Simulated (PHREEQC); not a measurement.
A solution holds 0.0019 mol CuSO4, 7.9e-05 mol ZnCl2 and 0.0047 mol H2SO4 per kg of water, at 15 °C and 500 atm. Closed to the air; pH follows from the charge balance.

All values are PHREEQC results (ion-association model, phreeqc.dat), not measurements.

Precipitation was switched off in this run.

**Question.** Order these S species by the share of S that they hold, largest first: HSO4-, SO4-2, ZnSO4, CuSO4.

**Answer.** SO4-2 (77 %), HSO4- (17 %), CuSO4 (5.2 %), ZnSO4 (0.20 %)

The pH is 2.13 and the ionic strength 0.0182 mol/kgw. Under pressure, the constants of complexes without a molar volume in the database are unreliable.
